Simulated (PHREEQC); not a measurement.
A solution holds 0.0024 mol/kgw HBr, 0.0054 mol/kgw AlCl3 and 0.0014 mol/kgw MgCl2, at 25 °C. Closed to the air; pH follows from the charge balance.

Equilibrium calculation in PHREEQC: ion-association model, phreeqc.dat.

Each row changes one thing in this solution. No solid was allowed to form.

| case | pH | ionic strength (mol/kgw) | AlOH+2 (mol/kgw) | Al(OH)2+ (mol/kgw) | SI of Gibbsite (Al(OH)3) |
|---|---|---|---|---|---|
| as made | 2.68 | 0.0390 | 1.36e-5 | 3.06e-8 | -2.91 |
| 0.0017 mol/kgw KCl added | 2.68 | 0.0407 | 1.36e-5 | 3.03e-8 | -2.91 |
| diluted 5-fold with water | 3.34 | … | 1.58e-5 | 2.07e-7 | -1.38 |
| HBr left out | 3.80 | 0.0362 | … | 5.17e-6 | +0.43 |
| 0.0092 mol/kgw H2SO4 added | 1.81 | 0.0407 | 7.20e-7 | 2.14e-10 | -5.94 |
| diluted 100-fold with water | 4.43 | 0.000364 | 1.01e-5 | 1.99e-6 | +0.72 |
| MgCl2 from 0.0014 to 0.014 mol/kgw | 2.69 | … | 1.27e-5 | 2.56e-8 | -2.99 |

Problem. Fill in the missing entries.

Solution. 
- diluted 5-fold with water, ionic strength (mol/kgw): 0.00777
- HBr left out, AlOH+2 (mol/kgw): 0.000174
- MgCl2 from 0.0014 to 0.014 mol/kgw, ionic strength (mol/kgw): 0.0768

Some of these states are supersaturated (in Gibbsite (slow to form), for instance).
